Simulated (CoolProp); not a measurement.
Values from CoolProp's reference Helmholtz-energy equation of state, Lemmon 2006. It is a short technical equation, of lower accuracy than the large ones.

### Question
For toluene, give the phase and the cp (kJ/(kg K)), speed of sound (m/s), isothermal compressibility (1/MPa), expansivity (1/kK) at 620 K and 23.2 MPa.

### Answer
- 620 K and 23.2 MPa: supercritical; cp 2.65, speed of sound 533, isothermal compressibility 0.00730, expansivity 1.78
